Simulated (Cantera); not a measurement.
Feed: 1 mol FeS, 2.9 mol SO2, 0.48 mol O2, at 0.0133 bar.

Method: chemical equilibrium by Gibbs-energy minimisation in Cantera with the NASA 1993 tables (ideal gas, pure condensed phases). Candidate condensed phases: Fe, FeO, FeS, FeSO4, FeS2, Fe2O3, Fe2(SO4)3, Fe3O4, S; 12 gas species. The tables' stoichiometric FeO is somewhat more stable than real wüstite, so its field is too wide. FeO: taken at fixed stoichiometry. Kinetics and transport are ignored. All values below are at 1550 K.

Base state: SO2 0.835, S2 0.142, SO 0.0194, S2O 0.00356, S 0.000233 (mole fractions); condensed: FeO(s).

What changes in the equilibrium state with this change: O2 from 0.48 to 0.095 mol?


| species | before | after |
|---|---|---|
| SO2 | 0.835 | 0.765 |
| S2 | 0.142 | 0.210 |
| SO | 0.0194 | 0.0205 |
| S2O | 0.00356 | 0.00456 |
| S | 0.000233 | 0.000283 |
| FeO(s), mol | 1.000 | 1.000 |

What changes in the equilibrium state with this change: FeS replaced by FeS2?


```tsv
species	before	after
SO2	0.835	0.724
S2	0.142	0.249
SO	0.0194	0.0208
S2O	0.00356	0.00505
S	0.000233	0.000309
FeO(s), mol	1.000	1.000
```
